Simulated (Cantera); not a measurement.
A closed system holds: 1 mol Cu, 29 mol CO2, 2.8 mol CO, held at 1375 K and 38000 Pa.

Method: chemical equilibrium by Gibbs-energy minimisation in Cantera with the NASA 1993 tables (ideal gas, pure condensed phases). Candidate condensed phases: C, Cu, CuO, Cu2O; 15 gas species. Rates play no part.

Base state: CO2 0.912, CO 0.0881 (mole fractions); condensed: Cu(l).

What changes in the equilibrium state with this change: Cu replaced by Pb?


| species | before | after |
|---|---|---|
| CO2 | 0.912 | 0.896 |
| CO | 0.0881 | 0.0866 |
| Pb | 0 | 0.0173 |
| PbO | 0 | 5.74e-5 |
| Cu(l), mol | 1.000 | 0 |
| Pb(l), mol | 0 | 0.439 |
Further candidate phases: Pb, PbO, PbO2, Pb3O4.
